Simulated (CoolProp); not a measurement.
A simple Rankine cycle with chloromethane (R40): condensing at 289.15 K, boiler at 5.19 MPa, turbine inlet 499 K, turbine efficiency 0.85, pump efficiency 0.7, no recuperator. Each further row changes one setting.

The numbers come from the reference Helmholtz-energy equation of state, Thol 2014 in CoolProp.

| case | thermal efficiency (%) | net work (kJ/kg) | heat in (kJ/kg) | turbine exit temperature (K) | volume ratio over the turbine |
|---|---|---|---|---|---|
| as stated | 21.2 | (withheld) | 544 | (withheld) | 8.92 |
| condensing temperature 281.15 K | 22.6 | (withheld) | 557 | 320.7 | 11.1 |
| boiler pressure 3.63 MPa | (withheld) | 108 | 562 | (withheld) | 6.43 |
| turbine efficiency 0.75 | 18.6 | (withheld) | 544 | (withheld) | 9.40 |

What belongs in the gaps?


- as stated, net work (kJ/kg): 116
- as stated, turbine exit temperature (K): 334.3
- condensing temperature 281.15 K, net work (kJ/kg): 126
- boiler pressure 3.63 MPa, thermal efficiency (%): 19.3
- boiler pressure 3.63 MPa, turbine exit temperature (K): 360.6
- turbine efficiency 0.75, net work (kJ/kg): 101
- turbine efficiency 0.75, turbine exit temperature (K): 349.5
